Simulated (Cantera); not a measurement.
CaCl2 + O2 + N2 + H2O (halide evaporation, hydrolysis and transport)

Charge: 1 mol CaCl2, 0.11 mol O2, 1.1 mol N2, 0.24 mol H2O, equilibrated at 1700 °C.

Cantera equilibrium calculation (NASA polynomials, part measured and part estimated; ideal gas, pure solids and liquids). Candidate condensed phases: Ca, CaCl2, CaO, Ca(OH)2, H2O, NH4Cl; 36 gas species. Mutual solubility and eutectic melting of coexisting phases are not modelled. Condensed phases not in the tables: oxide chlorides. Kinetics and transport are ignored.

At 1.00e-6 bar nothing is condensed. From 4.60e-6 bar to 0.220 bar the condensed part is CaO(s). At 1.00 bar the condensed part is CaCl2(l) + CaO(s). The main Ca-bearing gas is Ca at 1.00e-6 bar and CaCl2 at 1.00 bar. The share of Ca in condensed phases is highest at 1.00 bar (57.2 %) and lowest at 1.00e-6 bar (0.0 %).

```tsv
P (Pa)	x N2	x CaCl2	x Cl	x HCl	x Ca	x H	x O	x H2O	x O2	x CaCl	x H2	n CaO(s)	n CaCl2(l)
0.100	0.284	0.103	0.248	0.0162	0.108	0.0892	0.0733	0.00250	0.0182	0.0476	0.00436	0	0
0.460	0.374	0.207	0.196	0.0447	0.0165	0.0676	0.0264	0.0110	0.0109	0.0265	0.0115	0.265	0
2.20	0.411	0.258	0.150	0.0734	0.00153	0.0303	0.0124	0.0238	0.0115	0.00900	0.0111	0.282	0
10	0.427	0.284	0.115	0.0911	0.000137	0.0108	0.00669	0.0333	0.0152	0.00283	0.00635	0.261	0
46	0.435	0.302	0.0875	0.100	1.20e-5	0.00340	0.00363	0.0381	0.0205	0.000861	0.00292	0.236	0
220	0.439	0.315	0.0643	0.105	1.01e-6	0.00101	0.00187	0.0401	0.0262	0.000256	0.00124	0.212	0
1000	0.442	0.325	0.0466	0.108	9.63e-8	0.000316	0.000955	0.0409	0.0309	8.02e-5	0.000546	0.192	0
4600	0.444	0.333	0.0331	0.110	9.23e-9	9.81e-5	0.000471	0.0412	0.0346	2.51e-5	0.000243	0.177	0
22000	0.445	0.339	0.0230	0.111	8.50e-10	2.98e-5	0.000223	0.0413	0.0373	7.68e-6	0.000107	0.165	0
100000	0.546	0.213	0.0134	0.109	7.61e-11	1.11e-5	0.000121	0.0642	0.0494	1.82e-6	6.78e-5	0.124	0.448
```
x: gas mole fraction; n: condensed amount in mol.
